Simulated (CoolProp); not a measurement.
The numbers come from the reference Helmholtz-energy equation of state, Tillner-Roth 1997 in CoolProp.

Problem. Give the vapour pressure (MPa), liquid density (kg/m³), liquid cp (kJ/(kg K)), vapour Z of saturated CH2F2 (R32) at -11.45, 5.55, 56.65 °C.

Solution. 
```
T (°C)  p (MPa)  liquid density (kg/m³)  liquid cp (kJ/(kg K))  vapour Z
------  -------  ----------------------  ---------------------  --------
-11.45    0.554                    1090                   1.69     0.877
5.55      0.968                    1040                   1.78     0.825
56.65      3.65                     797                   2.76     0.572
```
